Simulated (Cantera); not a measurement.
A Cantera script and its output.

```python
import numpy as np
import cantera as ct

gas = ct.Solution("gri30.yaml")
gas.TPX = 1200, 2300, {'C2H6': 1, 'N2': 77}
inlet = ct.Reservoir(gas, clone=True)

reactor = ct.IdealGasConstPressureReactor(gas, energy="off", clone=False)
exhaust = ct.Reservoir(gas, clone=True)
tau = [9.7, 3.9, 1.6, 0.63, 0.25, 0.1, 0.04, 0.016, 0.0065][0]
for a, b in ((inlet, reactor), (reactor, exhaust)):
    ct.MassFlowController(a, b, mdot=lambda t: reactor.mass / tau)
net = ct.ReactorNet([reactor])
show = ['C2H6', 'CH4', 'CH2', 'H2', 'H', 'C2H2']

rows = []
print(f"{'tau/s':>10s}{'T/K':>9s}" + "".join(f"{s:>11s}" for s in show))
for tau in [9.7, 3.9, 1.6, 0.63, 0.25, 0.1, 0.04, 0.016, 0.0065]:
    net.initial_time = 0.0
    net.advance(30 * tau)
    before = gas.X
    net.advance(40 * tau)
    drift = np.max(np.abs(gas.X - before) / (gas.X + 1e-9))
    rows.append([gas.T, *gas[show].X, drift])
    print(f"{tau:10.3e}{gas.T:9.1f}" + "".join(f"{x:11.3e}" for x in gas[show].X))
```

It prints:

```
     tau/s      T/K       C2H6        CH4        CH2         H2          H       C2H2
 9.700e+00   1200.0  2.967e-04  2.116e-03  1.557e-09  1.936e-02  5.255e-06  9.225e-03
 3.900e+00   1200.0  6.375e-04  2.218e-03  2.811e-09  1.717e-02  5.910e-06  7.455e-03
 1.600e+00   1200.0  1.370e-03  2.135e-03  5.084e-09  1.422e-02  6.272e-06  5.115e-03
 6.300e-01   1200.0  3.033e-03  1.722e-03  8.969e-09  1.046e-02  6.083e-06  2.570e-03
 2.500e-01   1200.0  6.011e-03  1.023e-03  1.301e-08  6.488e-03  5.261e-06  8.365e-04
 1.000e-01   1200.0  9.295e-03  4.313e-04  1.429e-08  3.170e-03  4.273e-06  1.704e-04
 4.000e-02   1200.0  1.141e-02  1.418e-04  1.164e-08  1.230e-03  3.380e-06  2.331e-05
 1.600e-02   1200.0  1.238e-02  3.644e-05  6.068e-09  3.727e-04  2.356e-06  1.998e-06
 6.500e-03   1200.0  1.272e-02  7.376e-06  1.656e-09  7.768e-05  1.176e-06  8.374e-08
```

Detailed kinetics in Cantera: GRI-Mech 3.0 (53 species, 325 reactions). GRI-Mech 3.0 stops at C3 and has no aromatics, soot or wall deposition, so with more carbon than oxygen in the feed, carbon stays in small species such as C2H2 where larger ones or solid carbon would form. Radical loss at walls, strong at low pressure, is not modelled.
